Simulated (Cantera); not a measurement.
Feed: 1 mol Si2H6, 2.5 mol O3, 13 mol H2, 3.4 mol O2, at 15.0 Pa.

These are equilibrium values from Cantera (NASA tables, ideal gas, pure condensed phases), not measurements of a reactor. Candidate condensed phases: H2O, Si, SiO2; 18 gas species. The feed counts by its element totals alone. The tables hold silica as quartz up to 1696 K and as liquid above; real silica turns to tridymite and cristobalite and melts near 1996 K. Equilibrium is a limit: real reactors are often held back by kinetics, nucleation or transport.

log p: log10 of the partial pressure in bar; n: condensed amount in mol.

| T (K) | log p H2O | log p H2 | log p H | log p OH | n SiO2(α-quartz) | n SiO2(β-quartz) |
|---|---|---|---|---|---|---|
| 550 | -4.02 | -4.27 | <-15 | <-15 | 2.00 | 0 |
| 600 | -4.02 | -4.27 | <-15 | <-15 | 2.00 | 0 |
| 650 | -4.02 | -4.27 | <-15 | <-15 | 2.00 | 0 |
| 700 | -4.02 | -4.27 | … | <-15 | 2.00 | 0 |
| 750 | -4.02 | -4.27 | -14.64 | <-15 | 2.00 | 0 |
| 800 | -4.02 | -4.27 | -13.67 | <-15 | 2.00 | 0 |
| 850 | -4.02 | -4.27 | -12.82 | -15.82 | 0 | 2.00 |
| 900 | -4.02 | -4.27 | -12.07 | -14.84 | 0 | 2.00 |
| 950 | -4.02 | -4.27 | -11.39 | -13.97 | 0 | 2.00 |
| 1000 | -4.02 | -4.27 | … | … | 0 | 2.00 |
| 1050 | -4.02 | -4.27 | -10.23 | -12.47 | 0 | 2.00 |
| 1100 | -4.02 | -4.27 | -9.72 | -11.82 | 0 | 2.00 |
| 1150 | -4.02 | -4.27 | -9.26 | -11.22 | 0 | 2.00 |
| 1200 | -4.02 | -4.27 | -8.84 | -10.68 | 0 | 2.00 |

Some entries are withheld; supply them.


- 1000, log p H: -10.78
- 1000, log p OH: -13.18
- 700, log p H: -15.73
